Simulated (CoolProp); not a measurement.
Vapour-liquid equilibrium of R22 (1) + R142b (2) at 198.1 K; x and y are mole fractions of (1).

Computed with CoolProp (multi-fluid Helmholtz-energy mixture model, Kamei 1995 and Lemmon 2006; pair parameters Bell 2016).

| x | bubble pressure (MPa) | y at the bubble point | dew pressure at overall composition x (MPa) | liquid density (mol/L) |
|---|---|---|---|---|
| 0.05 | 0.002980 | 0.241 | 0.002481 | 13.44 |
| 0.125 | 0.003842 | 0.456 | 0.002655 | 13.69 |
| 0.2 | 0.004679 | 0.590 | 0.002856 | 13.96 |
| 0.275 | 0.005510 | 0.683 | 0.003089 | 14.23 |
| 0.35 | 0.006352 | 0.753 | 0.003362 | 14.51 |
| 0.425 | 0.007216 | 0.808 | 0.003688 | 14.80 |
| 0.5 | 0.008109 | 0.852 | 0.004081 | 15.11 |
| 0.575 | 0.009035 | 0.888 | 0.004567 | 15.42 |
| 0.65 | 0.009995 | 0.918 | 0.005181 | 15.74 |
| 0.725 | 0.01098 | 0.943 | 0.005981 | 16.08 |
| 0.8 | 0.01199 | 0.963 | 0.007073 | 16.42 |
| 0.875 | 0.01301 | 0.980 | 0.008666 | 16.78 |
| 0.95 | 0.01402 | 0.993 | 0.01131 | 17.15 |

No azeotrope shows between x = 0.05 and 0.95.

The pair parameters rest on a limited set of measurements; away from them the model extrapolates.
